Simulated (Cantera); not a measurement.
**Aluminium and copper etching: Cu + F2 + H2**

Charge: 1 mol Cu, 1.6 mol F2, 16 mol H2, held at 0.825 Torr.

Equilibrium computed with Cantera from the NASA thermochemical tables; the gas is ideal and each condensed phase is pure. Candidate condensed phases: Cu, CuF2; 15 gas species. Kinetics and transport are ignored.

```tsv
T (K)	x H2	x HF	x Cu	x H	x CuF	x Cu2	n Cu(s)	n Cu(l)
675	0.818	0.182	<1e-12	<1e-12	<1e-12	<1e-12	1.00	0
775	0.818	0.182	<1e-12	2.70e-11	<1e-12	<1e-12	1.00	0
875	0.818	0.182	4.57e-11	1.37e-9	3.85e-11	<1e-12	1.00	0
975	0.818	0.182	5.07e-9	3.12e-8	1.44e-9	<1e-12	1.00	0
1075	0.818	0.182	2.32e-7	4.00e-7	2.72e-8	1.30e-12	1.000	0
1175	0.818	0.182	5.50e-6	3.34e-6	3.10e-7	1.16e-10	1.000	0
1275	0.818	0.182	7.87e-5	2.01e-5	2.40e-6	5.04e-9	0.999	0
1375	0.817	0.182	0.000748	9.34e-5	1.35e-5	1.21e-7	0	0.987
1475	0.814	0.181	0.00487	0.000353	5.56e-5	1.62e-6	0	0.913
```
x: gas mole fraction; n: condensed amount in mol.

From 675 K to 1275 K the condensed part is Cu(s). From 1375 K to 1475 K the condensed part is Cu(l).
